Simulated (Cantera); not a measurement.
# Adiabatic ignition

An adiabatic, constant-volume homogeneous reactor starts with CH4 : CO : O2 : N2 : C2H6 = 1 : 0.17 : 2.74 : 10.3 : 0.022 (molar parts), equivalence ratio 0.79, at 1523 K and 5.50 bar.

Computed with Cantera and GRI-Mech 3.0 (53 species, 325 reactions).

```
t (s)     T (K)  P (bar)   x CH4    x CO    x O2     x CH3   x C2H6      x NO
--------  -----  -------  ------  ------  ------  --------  -------  --------
2.00e-6    1523     5.50  0.0703  0.0119   0.193   1.35e-5  0.00154    <1e-12
4.55e-6    1523     5.50  0.0703  0.0119   0.193   3.19e-5  0.00153    <1e-12
1.04e-5    1523     5.50  0.0702  0.0119   0.192   7.63e-5  0.00151    <1e-12
2.36e-5    1523     5.50  0.0700  0.0119   0.192  0.000168  0.00149    <1e-12
5.37e-5    1528     5.52  0.0690  0.0120   0.192  0.000266  0.00155  2.83e-12
0.000122   1600     5.80  0.0589  0.0150   0.183  0.000767  0.00192  1.08e-10
0.000278   2960     10.9  <1e-12  0.0249  0.0418    <1e-12   <1e-12    0.0136
0.000632   2953     10.9  <1e-12  0.0249  0.0397    <1e-12   <1e-12    0.0184
0.00144    2953     10.9  <1e-12  0.0249  0.0397    <1e-12   <1e-12    0.0185
0.00328    2953     10.9  <1e-12  0.0249  0.0397    <1e-12   <1e-12    0.0185
0.00746    2953     10.9  <1e-12  0.0249  0.0397    <1e-12   <1e-12    0.0185
0.0170     2953     10.9  <1e-12  0.0249  0.0397    <1e-12   <1e-12    0.0185
0.0386     2953     10.9  <1e-12  0.0249  0.0397    <1e-12   <1e-12    0.0185
0.0879     2953     10.9  <1e-12  0.0249  0.0397    <1e-12   <1e-12    0.0185
0.200      2953     10.9  <1e-12  0.0249  0.0397    <1e-12   <1e-12    0.0185
```
x: mole fraction; the columns are a selection and need not sum to one.

```
Item                                                              Result
---------------------------------  -------------------------------------
time of steepest temperature rise                               0.140 ms
temperature at 0.200 s                                            2953 K
equilibrium temperature                                           2953 K
x(CH4) at 0.200 s                  <1e-12 (gas-phase equilibrium <1e-12)
x(CO) at 0.200 s                   0.0249 (gas-phase equilibrium 0.0249)
x(O2) at 0.200 s                   0.0397 (gas-phase equilibrium 0.0397)
```
